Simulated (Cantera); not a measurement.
Feed: 1 mol toluene, 0.5 mol H2O, 2.2 mol N2, at 2.20 bar.

Method: chemical equilibrium by Gibbs-energy minimisation in Cantera with the NASA 1993 tables (ideal gas, pure condensed phases). Candidate condensed phases: C, C6H6, C7H8, C8H18, H2O; 136 gas species. Equilibrium is a limit: real reactors are often held back by kinetics, nucleation or transport.

### Question
At 950 °C, list the 4 most abundant gas species with their mole fractions, and the condensed phases.

### Answer
H2 0.609, N2 0.309, CO 0.0682, CH4 0.0109. Condensed: C(graphite).
